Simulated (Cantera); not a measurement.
**Equilibrium for fluorocarbon and chlorocarbon gases: CH3F + F2**

Charge: 1 mol CH3F, 1.1 mol F2, at 1673 K and 0.00133 bar.

Method: chemical equilibrium by Gibbs-energy minimisation in Cantera with the NASA 1993 tables (ideal gas, pure condensed phases). Candidate condensed phases: C, C6H6, C7H8, C8H18; 95 gas species. Gases not in the tables: C2F6 and larger saturated fluorocarbons. Equilibrium is a limit: real reactors are often held back by kinetics, nucleation or transport.

```yaml
x(HF): 0.982
x(CF4): 0.0153
x(CF2): 0.00146
x(F): 0.00137
x(CF3): 4.66e-5
n(C(graphite)): 0.949 mol
gas_amount: 3.055 mol
```
